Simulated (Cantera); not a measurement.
## Pyrogenic steam for wet oxidation

An isothermal, constant-pressure homogeneous reactor starts with H2 : O2 : N2 = 0.75 : 1 : 1.2 (molar parts), at 850 K and 0.150 bar.

Model: the H2/O2 subset of GRI-Mech 3.0, which has no nitrogen chemistry, integrated in Cantera. Below about 950 K walls govern HO2 and H2O2 in real vessels. The temperature is held fixed by assumption; the heat of reaction is taken as removed at once.

```json
[
 {"t (s)": "0.000300", "x H2": "0.254", "x O2": "0.339", "x H": "4.18e-11", "x HO2": "6.73e-11", "x O": "7.39e-12"},
 {"t (s)": "0.000998", "x H2": "0.254", "x O2": "0.339", "x H": "2.28e-9", "x HO2": "3.99e-9", "x O": "4.16e-10"},
 {"t (s)": "0.00332", "x H2": "0.242", "x O2": "0.334", "x H": "0.00291", "x HO2": "5.56e-5", "x O": "0.000483"},
 {"t (s)": "0.0111", "x H2": "0.0894", "x O2": "0.277", "x H": "3.59e-8", "x HO2": "5.32e-5", "x O": "1.57e-8"},
 {"t (s)": "0.0368", "x H2": "0.0894", "x O2": "0.277", "x H": "1.83e-8", "x HO2": "1.39e-5", "x O": "8.32e-9"},
 {"t (s)": "0.122", "x H2": "0.0894", "x O2": "0.277", "x H": "1.96e-8", "x HO2": "1.12e-5", "x O": "8.94e-9"},
 {"t (s)": "0.408", "x H2": "0.0892", "x O2": "0.276", "x H": "2.73e-8", "x HO2": "1.32e-5", "x O": "1.24e-8"},
 {"t (s)": "1.36", "x H2": "0.0879", "x O2": "0.276", "x H": "6.62e-8", "x HO2": "2.02e-5", "x O": "2.95e-8"},
 {"t (s)": "4.51", "x H2": "0.0757", "x O2": "0.271", "x H": "1.38e-7", "x HO2": "2.93e-5", "x O": "6.41e-8"},
 {"t (s)": "15.0", "x H2": "0.0365", "x O2": "0.256", "x H": "7.90e-8", "x HO2": "2.39e-5", "x O": "6.37e-8"},
 {"t (s)": "50.0", "x H2": "0.00170", "x O2": "0.243", "x H": "4.24e-9", "x HO2": "5.75e-6", "x O": "2.86e-8"}
]
```
x: mole fraction; the columns are a selection and need not sum to one.

Equilibrium at this temperature and pressure: H2 <1e-12, O2 0.243, H <1e-12, HO2 6.56e-11, O <1e-12 (gas phase only).
